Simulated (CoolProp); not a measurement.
Isohexane along the isotherm 276.15 °C: fugacity coefficient from the reference equation and from simpler models built on Tc = 224.6 °C, pc = 3043 kPa, ω = 0.280; each cubic takes its own stable root.

The numbers come from the reference Helmholtz-energy equation of state, Lemmon 2006 in CoolProp. It is a short technical equation, of lower accuracy than the large ones.

```csv
p (kPa),phase,reference,van der Waals,Soave-Redlich-Kwong
24.1,gas,0.9981,0.9982,0.9981
38.9,gas,0.9969,0.9970,0.9969
62.8,gas,0.9949,0.9952,0.9950
101,gas,0.9919,0.9923,0.9920
164,gas,0.9868,0.9875,0.9871
265,gas,0.9787,0.9797,0.9791
428,gas,0.9657,0.9673,0.9664
691,gas,0.9449,0.9474,0.9461
1120,gas,0.9113,0.9149,0.9133
1800,gas,0.8587,0.8638,0.8626
2910,gas,0.7750,0.7800,0.7825
4710,supercritical,0.6453,0.6381,0.6603
7610,supercritical,0.4907,0.4941,0.5188
```
